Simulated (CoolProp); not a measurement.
Hexamethyldisiloxane (MM) along the isotherm 575.3 K: Z from the reference equation and from simpler models built on Tc = 518.7 K, pc = 1931 kPa, ω = 0.418; each cubic takes its own stable root.

Computed with CoolProp (reference Helmholtz-energy equation of state, Thol 2016).

| p (kPa) | phase | reference |
|---|---|---|
| 402 | gas | 0.9473 |
| 805 | gas | 0.8918 |
| 1210 | gas | 0.8337 |
| 1610 | gas | 0.7743 |
| 2010 | supercritical | 0.7130 |
| 2410 | supercritical | 0.6499 |
| 2820 | supercritical | 0.5843 |
| 3220 | supercritical | 0.5239 |
| 3620 | supercritical | 0.4766 |
| 4020 | supercritical | 0.4520 |
| 4430 | supercritical | 0.4477 |
| 4830 | supercritical | 0.4553 |

Q: How far does each simpler model (van der Waals, Redlich-Kwong, Soave-Redlich-Kwong) lie from the reference over these 12 states: mean and median of the absolute difference, and the worst?

A: 
- van der Waals: mean 7.1 %, median 4.8 %, worst -18.4 % at 575.3 K and 2820 kPa
- Redlich-Kwong: mean 4.1 %, median 2.6 %, worst -11.3 % at 575.3 K and 3220 kPa
- Soave-Redlich-Kwong: mean 6.4 %, median 3.6 %, worst +15.3 % at 575.3 K and 4430 kPa
